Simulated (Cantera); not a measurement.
An adiabatic, constant-pressure homogeneous reactor starts with CH4 : O2 : N2 : H2O = 1 : 1.11 : 4.18 : 0.95 (molar parts), equivalence ratio 1.8, at 1275 K and 1.00 bar.

Computed with Cantera and GRI-Mech 3.0 (53 species, 325 reactions).

Task: Predict: time of steepest temperature rise; temperature at 0.400 s; equilibrium temperature; x(O2) at 0.400 s; x(H2O) at 0.400 s; x(O) at 0.400 s; x(NO) at 0.400 s.

Result: time of steepest temperature rise: 32.7 ms
temperature at 0.400 s: 2296 K
equilibrium temperature: 2296 K
x(O2) at 0.400 s: 1.45e-5 (gas-phase equilibrium 1.45e-5)
x(H2O) at 0.400 s: 0.234 (gas-phase equilibrium 0.234)
x(O) at 0.400 s: 1.85e-5 (gas-phase equilibrium 1.85e-5)
x(NO) at 0.400 s: 0.000105 (gas-phase equilibrium 0.000105)
